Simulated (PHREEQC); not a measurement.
Dissolve 0.018 mol H2SO4, 0.024 mol CuSO4 and 0.0022 mol Na2SO4 per kg of water at 25 °C. Closed to the air; pH follows from the charge balance.

Equilibrium calculation in PHREEQC: ion-association model, phreeqc.dat.

No solid was allowed to form.

Q: What pH does the model give?

A: pH 1.77.

Q: In which forms is S present?

A: SO4-2 44 %, HSO4- 35 %, CuSO4 21 % of the S.
